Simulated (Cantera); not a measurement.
Input (Python, Cantera):

```python
import numpy as np
import cantera as ct

gas = ct.Solution("gri30.yaml")
gas.TPX = 1548, 150000, {'CO': 1.9, 'H2': 1.1, 'O2': 0.438, 'N2': 2.93, 'H2O': 1.3}
reactor = ct.IdealGasConstPressureReactor(gas, energy="on", clone=False)
net = ct.ReactorNet([reactor])
net.rtol, net.atol = 1e-08, 1e-16
show = ['CO', 'H2', 'O2', 'H2O2', 'NO2', 'CO2']
times = np.geomspace(6e-06, 3, 15)

steps = ct.SolutionArray(gas, extra=["t"])
rows = []
print(f"{'t/s':>10s}{'T/K':>9s}{'P/Pa':>11s}" + "".join(f"{s:>11s}" for s in show))
for t in times:
    while net.time < t:
        t_next = net.step()
        steps.append(gas.state, t=t_next)
    rows.append([np.interp(t, steps.t, y) for y in (steps.T, steps.P, *steps(*show).X.T)])
    print(f"{t:10.3e}{rows[-1][0]:9.1f}{rows[-1][1]:11.4g}" + "".join(f"{x:11.3e}" for x in rows[-1][2:]))
rate = np.gradient(steps.T, steps.t)
print("integrator steps:", len(steps.t))
if steps.T.max() > steps.T[0] + 200:
    print(f"time of steepest temperature rise: {steps.t[rate.argmax()]:.4e} s")
gas.TPX = 1548, 150000, {'CO': 1.9, 'H2': 1.1, 'O2': 0.438, 'N2': 2.93, 'H2O': 1.3}
gas.equilibrate("HP")
print(f"equilibrium (HP): T = {gas.T:.1f} K  " + "  ".join(f"{s} {gas[s].X[0]:.3e}" for s in show))
```

Result:

```
       t/s      T/K       P/Pa         CO         H2         O2       H2O2        NO2        CO2
 6.000e-06   1548.0    1.5e+05  2.478e-01  1.434e-01  5.710e-02  4.759e-08  3.299e-18  5.353e-06
 1.532e-05   1574.6    1.5e+05  2.452e-01  1.249e-01  4.807e-02  9.249e-07  2.209e-12  2.885e-03
 3.911e-05   2005.2    1.5e+05  1.776e-01  9.852e-02  2.189e-03  2.973e-07  1.885e-10  7.758e-02
 9.985e-05   2181.3    1.5e+05  1.839e-01  1.010e-01  6.832e-04  1.012e-07  2.393e-10  7.525e-02
 2.549e-04   2269.8    1.5e+05  1.872e-01  1.023e-01  1.637e-04  3.484e-08  2.439e-10  7.393e-02
 6.509e-04   2307.4    1.5e+05  1.886e-01  1.030e-01  3.942e-05  1.097e-08  2.393e-10  7.337e-02
 1.662e-03   2318.1    1.5e+05  1.891e-01  1.033e-01  1.856e-05  5.688e-09  2.463e-10  7.320e-02
 4.243e-03   2318.9    1.5e+05  1.891e-01  1.033e-01  1.727e-05  5.337e-09  2.918e-10  7.318e-02
 1.083e-02   2318.8    1.5e+05  1.891e-01  1.033e-01  1.725e-05  5.332e-09  4.073e-10  7.318e-02
 2.766e-02   2318.7    1.5e+05  1.891e-01  1.033e-01  1.721e-05  5.324e-09  6.664e-10  7.317e-02
 7.061e-02   2318.4    1.5e+05  1.891e-01  1.033e-01  1.715e-05  5.312e-09  1.067e-09  7.316e-02
 1.803e-01   2318.3    1.5e+05  1.891e-01  1.033e-01  1.713e-05  5.306e-09  1.266e-09  7.315e-02
 4.602e-01   2318.3    1.5e+05  1.891e-01  1.033e-01  1.713e-05  5.305e-09  1.276e-09  7.315e-02
 1.175e+00   2318.3    1.5e+05  1.891e-01  1.033e-01  1.713e-05  5.305e-09  1.276e-09  7.315e-02
 3.000e+00   2318.3    1.5e+05  1.891e-01  1.033e-01  1.713e-05  5.305e-09  1.276e-09  7.315e-02
integrator steps: 1385
time of steepest temperature rise: 1.8476e-05 s
equilibrium (HP): T = 2318.3 K  CO 1.891e-01  H2 1.033e-01  O2 1.713e-05  H2O2 5.305e-09  NO2 1.276e-09  CO2 7.315e-02
```

Cantera simulation using GRI-Mech 3.0 (53 species, 325 reactions); the numbers are that mechanism's predictions, not measurements.
